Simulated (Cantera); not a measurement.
A perfectly stirred reactor is fed with CO : O2 : H2O : N2 = 0.012 : 0.012 : 0.00031 : 1 (molar parts), equivalence ratio 0.50, at 0.980 bar; it is held at 1275 K, and followed from long to short residence time.

Cantera simulation using GRI-Mech 3.0 (53 species, 325 reactions); the numbers are that mechanism's predictions, not measurements.

One state of this run: x CO = 0.00831; x O2 = 0.00980; x H2O = 0.000253; x H2 = 8.27e-6; x H2O2 = 8.56e-9; x CO2 = 0.00342; x OH = 2.32e-5. x: mole fraction; the columns are a selection and need not sum to one.

Problem. Which value of τ (s) does it belong to?
A. 0.063
B. 0.035
C. 0.011
D. 0.0059

Solution. D, 0.0059
